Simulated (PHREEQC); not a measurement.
Dissolve 0.0012 mol Cu(BF4)2, 0.095 mol HCl and 0.012 mol KCl per kg of water at 25 °C. Closed to the air; pH follows from the charge balance.

All values are PHREEQC results (ion-association model, phreeqc.dat), not measurements.

No solid was allowed to form.

Problem. What pH, density, specific conductance does the model give?

Solution. pH 1.11; density 1.000 g/cm³; specific conductance 34700 µS/cm.

Problem. In which forms is Cu present?

Solution. Cu+2 90 %, CuCl+ 10 % of the Cu.

Complexes and solids missing from the database can't appear. Real BF4- forms and hydrolyses slowly; the run takes it at equilibrium.
